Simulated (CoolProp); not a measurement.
A single-stage vapour-compression cycle with n-perfluorohexane: evaporating at 291.15 K (dew point), condensing at 330.15 K (bubble point), superheat 2 K, subcooling 5 K, compressor efficiency 0.6, no pressure losses. Each further row changes one setting.

Model: reference Helmholtz-energy equation of state, Gao 2022, in CoolProp.

| case | cooling COP | pressure ratio | discharge temperature (K) | refrigerating effect (kJ/kg) | volumetric capacity (kJ/m³) |
|---|---|---|---|---|---|
| as stated | 3.51 | 4.70 | 330.2 | 60.4 | 183 |
| evaporating temperature 296.15 K | 4.30 | 3.75 | 330.2 | 64.3 | 242 |
| condensing temperature 325.15 K | 4.25 | 3.96 | 325.1 | 65.8 | 199 |
| subcooling 10 K | 3.82 | 4.70 | 330.2 | 65.8 | 199 |
| superheat 12 K | 3.67 | 4.70 | 330.2 | 68.5 | 201 |
| compressor efficiency 0.5 | 2.92 | 4.70 | 330.2 | 60.4 | 183 |

The compression ends wet for: as stated; evaporating temperature 296.15 K; condensing temperature 325.15 K; subcooling 10 K; superheat 12 K; compressor efficiency 0.5.
